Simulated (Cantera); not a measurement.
A perfectly stirred reactor is fed with CH₄ : CO₂ : H₂ = 1 : 3.7 : 0.064 (molar parts), at 13300 Pa; it is held at 1600 K, and followed from long to short residence time.

Computed with Cantera and GRI-Mech 3.0 (53 species, 325 reactions).

**Question.** Predict: x(CH₄) at τ = 2.30 s; x(CO₂) at τ = 2.30 s; x(H₂) at τ = 2.30 s; x(C₂H₄) at τ = 2.30 s; x(CH₄) at τ = 21.0 ms; x(CO₂) at τ = 21.0 ms; x(H₂) at τ = 21.0 ms; x(C₂H₄) at τ = 21.0 ms.

**Answer.** 
| Item | Value |
|---|---|
| x(CH₄) at τ = 2.30 s | 0.0284 |
| x(CO₂) at τ = 2.30 s | 0.380 |
| x(H₂) at τ = 2.30 s | 0.0654 |
| x(C₂H₄) at τ = 2.30 s | 0.000296 |
| x(CH₄) at τ = 21.0 ms | 0.190 |
| x(CO₂) at τ = 21.0 ms | 0.761 |
| x(H₂) at τ = 21.0 ms | 0.0291 |
| x(C₂H₄) at τ = 21.0 ms | 0.00308 |
